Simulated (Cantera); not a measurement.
**Transport properties of process gases**

Gas mixture: 24.6 % N2O, 75.4 % NO, at 0.0493 atm, frozen composition.

Cantera's kinetic-theory transport with the Lennard-Jones parameters of GRI-Mech 3.0, ideal gas; thermal conductivity in the multicomponent form. The composition is frozen, though it would react at the higher temperatures.

```json
[
 {"T (K)": "400", "ρ (kg/m³)": "0.0503", "cp (J/kg/K)": "989.4", "μ (µPa s)": "22.0", "λ (mW/m/K)": "30.5", "Pr": "0.715", "D (cm²/s) CH3": "7.05", "D (cm²/s) C2H2": "5.19", "D (cm²/s) NO": "5.23"},
 {"T (K)": "600", "ρ (kg/m³)": "0.0335", "cp (J/kg/K)": "1060", "μ (µPa s)": "29.7", "λ (mW/m/K)": "43.8", "Pr": "0.718", "D (cm²/s) CH3": "14.3", "D (cm²/s) C2H2": "10.7", "D (cm²/s) NO": "10.7"},
 {"T (K)": "800", "ρ (kg/m³)": "0.0251", "cp (J/kg/K)": "1124", "μ (µPa s)": "36.3", "λ (mW/m/K)": "56.7", "Pr": "0.719", "D (cm²/s) CH3": "23.3", "D (cm²/s) C2H2": "17.5", "D (cm²/s) NO": "17.5"},
 {"T (K)": "1000", "ρ (kg/m³)": "0.0201", "cp (J/kg/K)": "1172", "μ (µPa s)": "42.2", "λ (mW/m/K)": "68.7", "Pr": "0.720", "D (cm²/s) CH3": "34.0", "D (cm²/s) C2H2": "25.6", "D (cm²/s) NO": "25.5"},
 {"T (K)": "1200", "ρ (kg/m³)": "0.0168", "cp (J/kg/K)": "1203", "μ (µPa s)": "47.6", "λ (mW/m/K)": "79.6", "Pr": "0.719", "D (cm²/s) CH3": "46.2", "D (cm²/s) C2H2": "34.8", "D (cm²/s) NO": "34.6"},
 {"T (K)": "1400", "ρ (kg/m³)": "0.0144", "cp (J/kg/K)": "1228", "μ (µPa s)": "52.7", "λ (mW/m/K)": "90.0", "Pr": "0.719", "D (cm²/s) CH3": "59.7", "D (cm²/s) C2H2": "45.0", "D (cm²/s) NO": "44.8"},
 {"T (K)": "1600", "ρ (kg/m³)": "0.0126", "cp (J/kg/K)": "1249", "μ (µPa s)": "57.5", "λ (mW/m/K)": "99.9", "Pr": "0.719", "D (cm²/s) CH3": "74.6", "D (cm²/s) C2H2": "56.3", "D (cm²/s) NO": "56.0"},
 {"T (K)": "1800", "ρ (kg/m³)": "0.0112", "cp (J/kg/K)": "1265", "μ (µPa s)": "62.1", "λ (mW/m/K)": "109", "Pr": "0.719", "D (cm²/s) CH3": "90.7", "D (cm²/s) C2H2": "68.5", "D (cm²/s) NO": "68.1"}
]
```
D: mixture-averaged diffusion coefficient of that species in the mixture.
